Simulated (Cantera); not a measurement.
A perfectly stirred reactor is fed with 6.96 % CH4, 25.1 % O2, 68.0 % N2, at 760 Torr; it is adiabatic with a 448 K inlet, and is followed from long to short residence time, starting on the burning branch (τ in s: 0.26, 0.12, 0.054, 0.024, 0.011, 0.0049, 0.0022, 0.001, 0.00045, 0.0002, 9.1e-05, 4.1e-05, 1.8e-05).

Cantera simulation using GRI-Mech 3.0 (53 species, 325 reactions); the numbers are that mechanism's predictions, not measurements.

One state of this run: T (K) = 1742; x CH4 = 0.000588; x O2 = 0.117; x CO2 = 0.0519; x C2H6 = 3.03e-8; x C2H4 = 1.83e-7; x OH = 0.00668; x NO = 6.55e-6. x: mole fraction; the columns are a selection and need not sum to one.

### Question
Which value of τ (s) does it belong to?
(A) 4.1e-5
(B) 0.00020
(C) 0.024
(D) 0.011

### Answer
B, 0.00020
